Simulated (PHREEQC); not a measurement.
Consider water at 25 °C with 0.0059 mol H2SO4 and 0.00058 mol Al2(SO4)3 per kg of water. Closed to the air; pH follows from the charge balance.

All values are PHREEQC results (ion-association model, wateq4f.dat), not measurements.

Problem. The ionic strength comes out as 0.0159 mol/kgw. What activity coefficients do Al(SO4)2-, H+, HSO4-, AlSO4+, Al+3 get?

Solution. Al(SO4)2- 0.88, H+ 0.90, HSO4- 0.88, AlSO4+ 0.88, Al+3 0.38.

Precipitation was switched off in this run. Complexes and solids missing from the database can't appear.
